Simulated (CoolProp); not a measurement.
A Linde-Hampson liquefier for ethane: isothermal reversible compression at 320 K from 1 atm to 15 MPa, throttling to 1 atm, return gas leaving the recuperator 0 K below the feed. Each further row changes one setting.

The numbers come from the reference Helmholtz-energy equation of state, Bücker 2006 in CoolProp.

| case | liquid yield per pass | compression work (kJ/kg of gas) |
|---|---|---|
| as stated | … | 353 |
| high pressure 30 MPa | … | 390 |
| warm-end temperature 350 K | … | … |
| warm-end gap 5 K | … | 353 |

**Question.** Fill in the missing entries.

**Answer.** 
- as stated, liquid yield per pass: 0.457
- high pressure 30 MPa, liquid yield per pass: 0.467
- warm-end temperature 350 K, liquid yield per pass: 0.359
- warm-end temperature 350 K, compression work (kJ/kg of gas): 414
- warm-end gap 5 K, liquid yield per pass: 0.450
